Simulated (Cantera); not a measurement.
What does this Cantera script print?

```python
import numpy as np
import cantera as ct

gas = ct.Solution("h2o2.yaml")
gas.TPX = 925, 950, {'H2': 0.023, 'O2': 1, 'N2': 0.63}
reactor = ct.IdealGasConstPressureReactor(gas, energy="off", clone=False)
net = ct.ReactorNet([reactor])
net.rtol, net.atol = 1e-08, 1e-18
show = ['H2', 'O2', 'HO2', 'H', 'H2O2']
times = np.geomspace(0.0002, 20, 12)

steps = ct.SolutionArray(gas, extra=["t"])
rows = []
print(f"{'t/s':>10s}{'T/K':>9s}{'P/Pa':>11s}" + "".join(f"{s:>11s}" for s in show))
for t in times:
    while net.time < t:
        t_next = net.step()
        steps.append(gas.state, t=t_next)
    rows.append([np.interp(t, steps.t, y) for y in (steps.T, steps.P, *steps(*show).X.T)])
    print(f"{t:10.3e}{rows[-1][0]:9.1f}{rows[-1][1]:11.4g}" + "".join(f"{x:11.3e}" for x in rows[-1][2:]))
rate = np.gradient(steps.T, steps.t)
print("integrator steps:", len(steps.t))
if steps.T.max() > steps.T[0] + 200:
    print(f"time of steepest temperature rise: {steps.t[rate.argmax()]:.4e} s")
gas.TPX = 925, 950, {'H2': 0.023, 'O2': 1, 'N2': 0.63}
gas.equilibrate("TP")
print(f"equilibrium (TP): T = {gas.T:.1f} K  " + "  ".join(f"{s} {gas[s].X[0]:.3e}" for s in show))
```

Result:

```
       t/s      T/K       P/Pa         H2         O2        HO2          H       H2O2
 2.000e-04    925.0        950  1.391e-02  6.050e-01  1.269e-12  1.071e-12  4.799e-18
 5.696e-04    925.0        950  1.391e-02  6.050e-01  3.636e-12  2.545e-12  3.907e-17
 1.622e-03    925.0        950  1.391e-02  6.050e-01  1.050e-11  6.817e-12  3.197e-16
 4.620e-03    925.0        950  1.391e-02  6.050e-01  3.207e-11  4.085e-11  2.690e-15
 1.316e-02    925.0        950  1.391e-02  6.050e-01  4.008e-10  3.753e-09  4.320e-14
 3.748e-02    925.0        950  1.092e-02  6.029e-01  2.797e-06  8.155e-04  4.645e-08
 1.067e-01    925.0        950  1.334e-04  6.000e-01  2.093e-06  5.098e-04  2.334e-08
 3.040e-01    925.0        950  1.870e-05  6.017e-01  9.698e-07  3.580e-05  1.527e-08
 8.658e-01    925.0        950  2.596e-06  6.021e-01  3.516e-07  1.997e-06  1.132e-08
 2.466e+00    925.0        950  3.268e-07  6.022e-01  9.660e-08  1.060e-07  6.581e-09
 7.022e+00    925.0        950  4.280e-08  6.022e-01  2.256e-08  6.852e-09  2.979e-09
 2.000e+01    925.0        950  6.816e-09  6.022e-01  5.395e-09  6.160e-10  1.172e-09
integrator steps: 1546
equilibrium (TP): T = 925.0 K  H2 1.457e-12  O2 6.022e-01  HO2 6.557e-11  H 3.246e-15  H2O2 1.058e-12
```

Model: the H2/O2 subset of GRI-Mech 3.0, which has no nitrogen chemistry, integrated in Cantera. Radical loss at walls, strong at low pressure, is not modelled. Below about 950 K walls govern HO2 and H2O2 in real vessels.
